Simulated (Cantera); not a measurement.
**Equilibrium for silicon epitaxy and polysilicon growth: Si₂H₆ + Cl₂ + H₂ + HCl**

A closed system holds: 1 mol Si₂H₆, 0.087 mol Cl₂, 5.2 mol H₂, 0.67 mol HCl, held at 100 Torr.

Cantera equilibrium calculation (NASA polynomials, part measured and part estimated; ideal gas, pure solids and liquids). Candidate condensed phases: Si; 19 gas species. The feed counts by its element totals alone. The tables' values for SiCl₃, SiCl are old estimates; treat these amounts as uncertain. Gases not in the tables: Si₂H₆ and higher silanes. The numbers say what is thermodynamically allowed, not how fast it happens.

```tsv
T (K)	x H₂	x HCl	x SiCl₄	x SiCl₂	x SiHCl₃	n Si(s)	n Si(l)
950	0.967	0.00787	0.0153	9.79e-5	0.00860	1.78	0
1050	0.960	0.0177	0.0131	0.000607	0.00738	1.81	0
1150	0.949	0.0324	0.00923	0.00243	0.00549	1.83	0
1250	0.935	0.0483	0.00455	0.00628	0.00313	1.86	0
1350	0.926	0.0588	0.00139	0.0105	0.00126	1.87	0
1450	0.923	0.0624	0.000323	0.0130	0.000412	1.87	0
1550	0.922	0.0629	7.62e-5	0.0143	0.000137	1.86	0
1650	0.922	0.0626	2.03e-5	0.0151	5.02e-5	1.86	0
1750	0.920	0.0639	6.20e-6	0.0147	1.98e-5	0	1.87
```
x: gas mole fraction; n: condensed amount in mol.

From 950 K to 1650 K the condensed part is Si(s). At 1750 K the condensed part is Si(l). The main Si-bearing gas is SiCl₄ at 950 K and SiCl₂ at 1750 K.
